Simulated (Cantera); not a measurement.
An adiabatic, constant-volume homogeneous reactor starts with 32.4 % CO, 6.81 % H₂, 1.95 % CH₄, 12.4 % O₂, 46.4 % N₂, equivalence ratio 1.9, at 1000 K and 101000 Pa.

Cantera simulation using GRI-Mech 3.0 (53 species, 325 reactions); the numbers are that mechanism's predictions, not measurements.

Question: Predict: time of steepest temperature rise; temperature at 4.00 s; equilibrium temperature; x(CO) at 4.00 s; x(H₂) at 4.00 s; x(H₂O₂) at 4.00 s.

Answer: 
| Item | Value |
|---|---|
| time of steepest temperature rise | 1.38 ms |
| temperature at 4.00 s | 2811 K |
| equilibrium temperature | 2811 K |
| x(CO) at 4.00 s | 0.232 (gas-phase equilibrium 0.232) |
| x(H₂) at 4.00 s | 0.0208 (gas-phase equilibrium 0.0208) |
| x(H₂O₂) at 4.00 s | 1.05e-7 (gas-phase equilibrium 1.05e-7) |
